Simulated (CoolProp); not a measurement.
Vapour-liquid equilibrium of propylene (1) + R22 (2) at 0.0354 bar; x and y are mole fractions of (1).

Computed with CoolProp (multi-fluid Helmholtz-energy mixture model, Lemmon 2013 and Kamei 1995; pair parameters Bell 2016).

**Question.** Give the bubble temperature and the first vapour's composition at x = 0.15, 0.55, 0.75. Is there an azeotrope?

**Answer.** x = 0.15: 176.3 K, y = 0.346; x = 0.55: 172.9 K, y = 0.695; x = 0.75: 172.2 K, y = 0.814. No azeotrope shows between x = 0.05 and 0.95.

Pair parameters are fitted to limited data, so mixtures are less certain than the pure fluids.
